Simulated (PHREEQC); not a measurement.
Consider water at 25 °C with 2.2 mmol/kgw HF and 1.5 mmol/kgw KHF2. Closed to the air; pH follows from the charge balance.

All values are PHREEQC results (ion-association model, phreeqc.dat), not measurements.

This is a speciation only: nothing precipitates in the calculation.

**Question.** What pH does the model give?

**Answer.** pH 3.08.

**Question.** In which forms is F present?

**Answer.** HF 54 %, F- 45 %, HF2- 1.0 % of the F.
